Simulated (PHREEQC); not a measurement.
1 kg of water holding 0.19 mol/kgw NaOH and 0.25 mol/kgw Na2SO4 is evaporated at 25 °C; the solids stay in contact with the brine. The system is closed to CO2. Solids allowed: Mirabilite, Thenardite. Others were left out.

The series has 24 steps of water left (kg), from 1 to 0.01099.

Equilibrium calculation in PHREEQC: Pitzer model, pitzer.dat.

Q: Which solids form, in which order, and at which step of the series does each first stand?

A: Mirabilite from water left = 0.1373 kg (pH 14.03), last present at water left = 0.06331 kg; Thenardite from water left = 0.06331 kg (pH 14.58).
